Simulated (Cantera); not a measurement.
# Thermal oxidation and active oxidation of silicon: Si + H2O + N2

A closed system holds: 1 mol Si, 0.0038 mol H2O, 2.6 mol N2.

Equilibrium computed with Cantera from the NASA thermochemical tables; the gas is ideal and each condensed phase is pure. Candidate condensed phases: H2O, Si, SiO2, Si2N2O, Si3N4; 35 gas species. N2 is the only nitrogen source here; it is nearly inert below about 1500 K, so the nitride shown seldom forms there in practice. Mutual solubility and eutectic melting of coexisting phases are not modelled. Equilibrium is a limit: real reactors are often held back by kinetics, nucleation or transport.

Map the stable condensed phases over T = 1225, 1275, 1325, 1375, 1425, 1475, 1525, 1575, 1625, 1675, 1725, 1775, 1825 °C and P in Pa = 0.10, 0.75, 5.6, 42, 320, 2400, 18000, 130000, 1000000.


```
T in °C \ P in Pa
            0.10    0.75     5.6      42     320    2400   18000  130000 1000000
   1825        A       A       A       A       B       B       B       C       D
   1775        A       A       A       B       B       B       B       C       D
   1725        A       A       A       B       B       B       C       C       D
   1675        A       A       A       B       B       B       C       D       D
   1625        A       A       B       B       B       B       C       D       D
   1575        A       A       B       B       B       C       D       D       D
   1525        A       A       B       B       B       C       D       D       D
   1475        A       B       B       B       B       C       D       D       D
   1425        A       B       B       B       C       D       D       D       D
   1375        B       B       B       B       C       D       D       D       D
   1325        B       B       B       C       D       D       D       D       D
   1275        B       B       B       C       D       D       D       D       D
   1225        B       B       C       D       D       D       D       D       D
```
A: gas only; B: Si; C: Si3N4; D: Si2N2O + Si3N4.
